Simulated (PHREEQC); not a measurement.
Ultrapure water in contact with air or piping (model solution)

Model water analysis in mg/L, 15 °C, pH 6.66, pe 8.7:

```tsv
constituent	mg/L
Na	0.0284
K	0.000324
Ca	0.00906
Mg	0.00328
Cl	0.0198
S(6) as SO4	0.0136
Alkalinity as HCO3	0.0694
F	8.58e-06
Ni	0.000216
Pb	0.00232
Ba	0.00408
B	3.62e-06
```

Valence states are taken as typed.

The numbers come from PHREEQC with the ion-association model, wateq4f.dat.

The ionic strength comes out as 2.78e-6 mol/kgw and the charge-balance error comes out as 1.7 %.

```tsv
species	molality	activity	log γ
HCO3-	1.33e-6	1.33e-6	-0.001
Na+	1.24e-6	1.23e-6	-0.001
CO2	7.64e-7	7.64e-7	0.000
Cl-	5.59e-7	5.57e-7	-0.001
Ca+2	2.26e-7	2.24e-7	-0.003
H+	2.19e-7	2.19e-7	-0.001
SO4-2	1.42e-7	1.40e-7	-0.003
Mg+2	1.35e-7	1.34e-7	-0.003
Ba+2	2.97e-8	2.95e-8	-0.003
OH-	2.06e-8	2.06e-8	-0.001
Pb+2	1.02e-8	1.02e-8	-0.003
K+	8.29e-9	8.27e-9	-0.001
Ni+2	3.67e-9	3.64e-9	-0.003
```

This is a speciation only: nothing precipitates in the calculation. Species that the database lacks are ignored. Real BF4- forms and hydrolyses slowly; the run takes it at equilibrium.
